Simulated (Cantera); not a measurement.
Charge: 1 mol CH₃SiCl₃, 0.004 mol C₃H₈, 3.4 mol H₂, 0.0055 mol C₂H₂, held at 13.3 mbar.

Method: chemical equilibrium by Gibbs-energy minimisation in Cantera with the NASA 1993 tables (ideal gas, pure condensed phases). Candidate condensed phases: C, C₆H₆, C₇H₈, C₈H₁₈, Si, SiC; 109 gas species. The feed counts by its element totals alone. Gases not in the tables: Si₂H₆ and higher silanes. Equilibrium is a limit: real reactors are often held back by kinetics, nucleation or transport.

Problem. Which condensed phases are stable at each of these points (T (°C)): 1427, 1502, 1577, 1652, 1727, 1802, 1877, 1952, 2027, 2102, 2177, 2252?

Solution. 
| T (°C) | condensed phases | Si condensed (%) |
|---|---|---|
| 1427 | C(graphite) + SiC(s) | 88.0 |
| 1502 | C(graphite) + SiC(s) | 85.4 |
| 1577 | C(graphite) + SiC(s) | 82.7 |
| 1652 | C(graphite) + SiC(s) | 79.8 |
| 1727 | C(graphite) + SiC(s) | 76.7 |
| 1802 | C(graphite) + SiC(s) | 73.5 |
| 1877 | C(graphite) + SiC(s) | 69.7 |
| 1952 | C(graphite) + SiC(s) | 64.5 |
| 2027 | C(graphite) + SiC(s) | 55.7 |
| 2102 | C(graphite) + SiC(s) | 38.1 |
| 2177 | C(graphite) | 0.0 |
| 2252 | C(graphite) | 0.0 |

From 1427 °C to 2102 °C the condensed part is C(graphite) + SiC(s). From 2177 °C to 2252 °C the condensed part is C(graphite).
